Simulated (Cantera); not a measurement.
Mixture: 7.73 % CO, 6.96 % H2, 17.9 % O2, 67.4 % N2, equivalence ratio 0.41, at 1000000 Pa, adiabatic and at constant pressure. Ignition delay is the time to a rise of 400 K.

Cantera simulation using GRI-Mech 3.0 (53 species, 325 reactions); the numbers are that mechanism's predictions, not measurements. The hydrogen kinetics of GRI-Mech 3.0 are dated; newer H2 mechanisms differ, most at raised pressure. Below about 950 K walls govern HO2 and H2O2 in real vessels. Where the delays flatten at high temperature, the 400 K rule measures the pace of heat release, not the induction time.

Predict: delay at 925 K; delay at 1125 K; delay at 1325 K; delay at 1525 K.


| Item | Result |
|---|---|
| delay at 925 K | 58.8 ms |
| delay at 1125 K | 0.364 ms |
| delay at 1325 K | 6.52 µs |
| delay at 1525 K | 2.71 µs |
